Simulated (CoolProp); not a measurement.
Octamethyltrisiloxane (MDM) along the isotherm 457 K: density (kg/m³) from the reference equation and from simpler models built on Tc = 565.4 K, pc = 1.438 MPa, ω = 0.528; each cubic takes its own stable root.

Model: reference Helmholtz-energy equation of state, Thol 2017, in CoolProp.

```tsv
p (MPa)	phase	reference	van der Waals	Redlich-Kwong	Soave-Redlich-Kwong	Peng-Robinson
0.0227	gas	1.430	1.424	1.427	1.430	1.431
0.0384	gas	2.440	2.423	2.431	2.438	2.441
0.0647	gas	4.173	4.121	4.146	4.167	4.176
0.109	gas	7.220	7.057	7.134	7.200	7.226
0.184	gas	12.82	12.28	12.52	12.74	12.82
0.311	liquid	634.1	21.98	22.85	573.4	650.1
0.525	liquid	635.5	42.22	523.1	575.9	652.6
0.886	liquid	638.0	376.6	530.3	580.0	656.7
1.5	liquid	641.8	388.6	541.2	586.4	663.1
2.52	liquid	647.8	403.2	556.3	596.0	672.7
4.26	liquid	656.7	420.9	576.7	609.8	686.8
7.19	liquid	669.5	440.8	602.2	628.4	705.8
```

At some of these states van der Waals, Redlich-Kwong gives the other phase, because its saturation line lies elsewhere.
